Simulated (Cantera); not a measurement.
A perfectly stirred reactor is fed with C₂H₆ : N₂ = 1 : 6.3 (molar parts), at 101000 Pa; it is held at 1300 K, and followed from long to short residence time.

Computed with Cantera and GRI-Mech 3.0 (53 species, 325 reactions). GRI-Mech 3.0 stops at C3 and has no aromatics, soot or wall deposition, so with more carbon than oxygen in the feed, carbon stays in small species such as C2H2 where larger ones or solid carbon would form.

What does this change do: temperature 1300 to 1775 K?


| quantity | before | after |
|---|---|---|
| x(C₂H₆) at τ = 5.00 s | 0.000485 | 1.01e-6 |
| x(HCN) at τ = 5.00 s | 1.34e-10 | 2.50e-5 |
| x(CH₂) at τ = 5.00 s | 7.28e-11 | 3.74e-8 |
| x(CH₃) at τ = 5.00 s | 1.03e-5 | 5.29e-5 |
| x(CH₄) at τ = 5.00 s | 0.0453 | 0.00407 |
| x(C₂H₆) at τ = 46.0 ms | 0.00829 | 7.22e-5 |
| x(HCN) at τ = 46.0 ms | 9.05e-11 | 3.26e-6 |
| x(CH₂) at τ = 46.0 ms | 1.06e-9 | 3.90e-7 |
| x(CH₃) at τ = 46.0 ms | 3.37e-5 | 0.000410 |
| x(CH₄) at τ = 46.0 ms | 0.0265 | 0.0217 |

What does this change do: temperature 1300 to 1725 K?


| quantity | before | after |
|---|---|---|
| x(C₂H₆) at τ = 5.00 s | 0.000485 | 1.81e-6 |
| x(HCN) at τ = 5.00 s | 1.34e-10 | 7.38e-6 |
| x(CH₂) at τ = 5.00 s | 7.28e-11 | 2.22e-8 |
| x(CH₃) at τ = 5.00 s | 1.03e-5 | 5.05e-5 |
| x(CH₄) at τ = 5.00 s | 0.0453 | 0.00595 |
| x(C₂H₆) at τ = 46.0 ms | 0.00829 | 0.000119 |
| x(HCN) at τ = 46.0 ms | 9.05e-11 | 1.28e-6 |
| x(CH₂) at τ = 46.0 ms | 1.06e-9 | 2.48e-7 |
| x(CH₃) at τ = 46.0 ms | 3.37e-5 | 0.000373 |
| x(CH₄) at τ = 46.0 ms | 0.0265 | 0.0270 |
